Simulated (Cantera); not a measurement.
An isothermal, constant-pressure homogeneous reactor starts with 86.2 % N2O, 13.8 % H2O, at 1173 K and 0.987 atm.

Computed with Cantera and GRI-Mech 3.0 (53 species, 325 reactions). GRI-Mech 3.0 was tuned for natural gas; its chemistry of N2O as a main component is partial and can be far from experiment. The mechanism lacks the step 2 NO + O2 → 2 NO2, which can matter for NO2 below about 1400 K. The temperature is held fixed by assumption; the heat of reaction is taken as removed at once.

x: mole fraction; the columns are a selection and need not sum to one.

| t (s) | x N2O | x H2O | x O2 | x N2 | x HO2 | x H2O2 |
|---|---|---|---|---|---|---|
| 9.00e-5 | 0.862 | 0.138 | 1.59e-5 | 3.80e-5 | [?] | 8.01e-10 |
| 0.000388 | 0.862 | 0.138 | 7.52e-5 | 0.000173 | [?] | 6.51e-8 |
| 0.00167 | 0.861 | 0.138 | 0.000358 | 0.000776 | [?] | 2.54e-7 |
| 0.00722 | 0.857 | 0.138 | 0.00158 | 0.00340 | [?] | 1.83e-7 |
| 0.0311 | 0.841 | 0.137 | 0.00677 | 0.0145 | [?] | 1.36e-7 |
| 0.134 | 0.776 | 0.134 | 0.0275 | 0.0580 | [?] | 1.14e-7 |
| 0.579 | 0.571 | 0.124 | 0.0946 | 0.197 | [?] | 1.00e-7 |
| 2.49 | 0.212 | 0.107 | 0.214 | 0.441 | [?] | 5.74e-8 |
| 10.8 | 0.0141 | 0.0971 | 0.281 | 0.578 | [?] | 8.29e-9 |
| 46.4 | 1.62e-6 | 0.0964 | 0.286 | 0.588 | 1.22e-8 | 9.66e-10 |
| 200 | 1.46e-7 | 0.0964 | 0.286 | 0.588 | 1.22e-8 | 9.65e-10 |

Question: Complete the blanks.

Answer: 
- 9.00e-5, x HO2: 4.07e-7
- 0.000388, x HO2: 4.38e-6
- 0.00167, x HO2: 6.28e-6
- 0.00722, x HO2: 4.88e-6
- 0.0311, x HO2: 3.37e-6
- 0.134, x HO2: 1.64e-6
- 0.579, x HO2: 5.72e-7
- 2.49, x HO2: 1.65e-7
- 10.8, x HO2: 3.40e-8
